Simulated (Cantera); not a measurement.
Input (Python, Cantera) and output of one run.

```python
import numpy as np
import cantera as ct

gas_names = """
    H HNO HNO2 HNO3 HO2 H2 H2O H2O2 N NH NH2 NH3 NH2OH NO NO2 NO3 N2 N2H2 N2H4 N2O O OH O2 O3 Si SiH
    SiH2 SiH3 SiH4 SiN SiO SiO2 Si2 Si2N Si3
""".split()
cond_names = """
    H2O(s) H2O(L) Si(cr) Si(L) SiO2(Lqz) SiO2(hqz) SiO2(L) Si2N2O(s) Si3N4(a)
""".split()


# ... load() reads the species with a 1 bar reference pressure and builds the phases ...
atoms = {
    'Si3N4': {'Si': 3, 'N': 4},
    'H2O': {'H': 2, 'O': 1},
    'H2': {'H': 2},
}
top_T = {'Si2N2O(s)': 2100, 'Si3N4(a)': 2400}  # K; cautious upper limits of use, not melting points


# ... equilibrate(T, P, feed) seeds the gas with the atoms and calls Mixture.equilibrate('TP', solver="vcs", rtol=1e-11, max_steps=5000) ...
results = []
feed = {'Si3N4': 1, 'H2O': 0.15, 'H2': 2}  # mol
P = 340  # Pa
for T in [848, 923, 998, 1073, 1148, 1223, 1298, 1373, 1448, 1523, 1598, 1673, 1748]:
    mix = equilibrate(T, P, feed)
    results.append((T, P, feed, dict(zip(mix.species_names, mix.species_moles))))

top = {s: max(r[3][s] / sum(r[3][g] for g in gas_names) for r in results) for s in gas_names}
cols = sorted((s for s in top if top[s] > 1e-06), key=lambda s: -top[s])[:9]
seen = [c for c in cond_names if any(r[3].get(c, 0) > 1e-12 for r in results)]
print("log10 of partial pressures in bar; condensed amounts in mol")
print(f"{'T/K':>10s}" + "".join(f"{s[:9]:>10s}" for s in cols + seen))
for T, P, feed, n in results:
    ng = sum(n[g] for g in gas_names)
    print(f"{T:10.4g}" + "".join(f"{np.log10(max(n[s] / ng * P / 1e5, 1e-99)):10.3f}" for s in cols)
          + "".join(f"{n.get(c, 0):10.4g}" for c in seen))
```

Output:

```
log10 of partial pressures in bar; condensed amounts in mol
       T/K        H2        N2       SiO         H        Si       SiH      Si2N      SiH2       SiN    Si(cr)     Si(L) Si2N2O(s)  Si3N4(a)
       848    -2.479    -4.112   -21.790   -11.960   -26.729   -25.413   -33.793   -21.550   -26.546         0         0      0.15       0.9
       923    -2.479    -4.112   -18.842   -10.851   -23.238   -22.302   -29.328   -19.094   -23.452         0         0      0.15       0.9
       998    -2.479    -4.112   -16.342    -9.907   -20.274   -19.663   -25.539   -17.008   -20.826         0         0      0.15       0.9
      1073    -2.479    -4.112   -14.198    -9.093   -17.727   -17.396   -22.285   -15.215   -18.570         0         0      0.15       0.9
      1148    -2.479    -4.112   -12.338    -8.384   -15.516   -15.428   -19.461   -13.657   -16.612         0         0      0.15       0.9
      1223    -2.479    -4.112   -10.710    -7.761   -13.578   -13.704   -16.988   -12.292   -14.897         0         0      0.15       0.9
      1298    -2.479    -4.112    -9.274    -7.209   -11.867   -12.183   -14.806   -11.086   -13.382         0         0      0.15       0.9
      1373    -2.479    -4.112    -7.997    -6.717   -10.345   -10.830   -12.865   -10.013   -12.035         0         0      0.15       0.9
      1448    -2.479    -4.112    -6.856    -6.275    -8.983    -9.619   -11.130    -9.053   -10.830         0         0    0.1499       0.9
      1523    -2.479    -4.109    -5.831    -5.876    -7.758    -8.532    -9.572    -8.191    -9.746         0         0     0.149    0.9003
      1598    -2.509    -3.539    -5.093    -5.528    -7.029    -7.942    -8.636    -7.819    -8.860    0.2226         0    0.1444    0.8276
      1673    -2.627    -3.002    -4.430    -5.257    -6.379    -7.464    -7.803    -7.585    -8.058     1.265         0    0.1162    0.4893
      1748    -2.772    -2.802    -3.927    -5.027    -5.837    -7.099    -7.291    -7.459    -7.523         0     2.848         0         0
```

Equilibrium computed with Cantera from the NASA thermochemical tables; the gas is ideal and each condensed phase is pure. Mutual solubility and eutectic melting of coexisting phases are not modelled. Gases not in the tables: Si2H6 and higher silanes.
